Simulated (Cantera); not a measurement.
A perfectly stirred reactor is fed with H₂ : O₂ : H₂O = 0.37 : 1 : 0.0074 (molar parts), equivalence ratio 0.18, at 0.0133 bar; it is held at 1175 K, and followed from long to short residence time.

Detailed kinetics in Cantera: GRI-Mech 3.0 (53 species, 325 reactions). Radical loss at walls, strong at low pressure, is not modelled. The temperature is held fixed by assumption; the heat of reaction is taken as removed at once.

Problem. Predict: x(H₂) at τ = 0.570 s; x(O₂) at τ = 0.570 s; x(H₂O₂) at τ = 0.570 s; x(H₂O) at τ = 0.570 s; x(HO₂) at τ = 0.570 s; x(H₂) at τ = 8.50 ms; x(O₂) at τ = 8.50 ms; x(H₂O₂) at τ = 8.50 ms; x(H₂O) at τ = 8.50 ms; x(HO₂) at τ = 8.50 ms.

Solution. 
```json
{
 "x(H₂) at τ = 0.570 s": "0.00141",
 "x(O₂) at τ = 0.570 s": "0.679",
 "x(H₂O₂) at τ = 0.570 s": "5.30e-7",
 "x(H₂O) at τ = 0.570 s": "0.312",
 "x(HO₂) at τ = 0.570 s": "8.12e-6",
 "x(H₂) at τ = 8.50 ms": "0.0160",
 "x(O₂) at τ = 8.50 ms": "0.635",
 "x(H₂O₂) at τ = 8.50 ms": "5.50e-7",
 "x(H₂O) at τ = 8.50 ms": "0.251",
 "x(HO₂) at τ = 8.50 ms": "1.18e-5"
}
```
